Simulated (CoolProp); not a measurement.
C3F8 (R218) along the isobar 32 bar: density (kg/m³) from the reference equation and from simpler models built on Tc = 71.9 °C, pc = 26.40 bar, ω = 0.317; each cubic takes its own stable root.

Values from CoolProp's reference Helmholtz-energy equation of state, Lemmon 2006. It is a short technical equation, of lower accuracy than the large ones.

| T (°C) | phase | reference |
|---|---|---|
| -127.25 | liquid | 1941 |
| -117.55 | liquid | 1907 |
| -107.75 | liquid | 1874 |
| -98.05 | liquid | 1841 |
| -88.35 | liquid | 1808 |
| -78.55 | liquid | 1774 |
| -68.85 | liquid | 1741 |
| -59.15 | liquid | 1707 |
| -49.35 | liquid | 1672 |
| -39.65 | liquid | 1637 |
| -29.95 | liquid | 1600 |
| -20.15 | liquid | 1562 |
| -10.45 | liquid | 1523 |

Task: How far does each simpler model (van der Waals, Redlich-Kwong, Soave-Redlich-Kwong, Peng-Robinson) lie from the reference over these 13 states: mean and median of the absolute difference, and the worst?

Result: 
- van der Waals: mean 37.0 %, median 36.9 %, worst -38.4 % at -127.25 °C and 32 bar
- Redlich-Kwong: mean 8.5 %, median 8.4 %, worst -9.4 % at -10.45 °C and 32 bar
- Soave-Redlich-Kwong: mean 5.4 %, median 5.1 %, worst -7.2 % at -127.25 °C and 32 bar
- Peng-Robinson: mean 6.6 %, median 7.1 %, worst +7.6 % at -39.65 °C and 32 bar
